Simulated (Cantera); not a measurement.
A perfectly stirred reactor is fed with CH4 : O2 : N2 = 1 : 1.67 : 6.27 (molar parts), equivalence ratio 1.2, at 25000 Pa; it is adiabatic with a 675 K inlet, and is followed from long to short residence time, starting on the burning branch (τ in s: 0.21, 0.097, 0.045, 0.021, 0.0097, 0.0045, 0.0021, 0.00097, 0.00045, 0.00021, 9.7e-05, 4.5e-05).

Model: GRI-Mech 3.0 (53 species, 325 reactions), integrated in Cantera.

What does this change do: pressure from 25000 Pa to 990000 Pa?


```csv
quantity,before,after
"blow-out, bracketed by the residence times tried","burning at 0.210 ms, out at 97.0 µs","burning at 45.0 µs, the shortest tried"
x(CH4) at τ = 0.210 s,3.12e-6,1.29e-6
x(O2) at τ = 0.210 s,0.00188,9.18e-5
x(CH2O) at τ = 0.210 s,4.16e-7,7.64e-8
x(C2H6) at τ = 0.210 s,<1e-12,<1e-12
x(CH2CO) at τ = 0.210 s,1.10e-9,2.33e-9
x(CH4) at τ = 2.10 ms,0.000119,5.52e-5
x(O2) at τ = 2.10 ms,0.00825,0.000514
x(CH2O) at τ = 2.10 ms,1.39e-5,4.31e-6
x(C2H6) at τ = 2.10 ms,7.87e-10,2.36e-9
x(CH2CO) at τ = 2.10 ms,4.62e-8,1.72e-7
```
